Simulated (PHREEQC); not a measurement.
A solution holds 0.07 mol/kgw NH4Cl, 0.0034 mol/kgw Na2HPO4 and 0.086 mol/kgw NaCl, at 15 °C. Closed to the air; pH follows from the charge balance.

All values are PHREEQC results (ion-association model, wateq4f.dat), not measurements.

```json
{
 "pH": "7.57",
 "ionic_strength": "0.165 mol/kgw",
 "total_alkalinity": "3.40 meq/kg"
}
```

| species | molality | activity | log γ |
|---|---|---|---|
| Cl- | 0.156 | 0.114 | -0.137 |
| Na+ | 0.0926 | 0.0702 | -0.121 |
| NH4+ | 0.0695 | 0.0527 | -0.120 |
| HPO4-2 | 0.00271 | 0.000877 | -0.490 |
| H2PO4- | 0.000533 | 0.000406 | -0.119 |
| NH3 | 0.000533 | 0.000533 | 0.000 |
| NaHPO4- | 0.000158 | 0.000120 | -0.119 |
| OH- | 2.28e-7 | 1.65e-7 | -0.139 |
| PO4-3 | 1.50e-7 | 1.19e-8 | -1.102 |
| H+ | 3.36e-8 | 2.71e-8 | -0.093 |
| H3PO4 | 1.38e-9 | 1.43e-9 | 0.016 |

Precipitation was switched off in this run. H3PO4, which wateq4f.dat lacks, is added to it with the constant of phreeqc.dat.
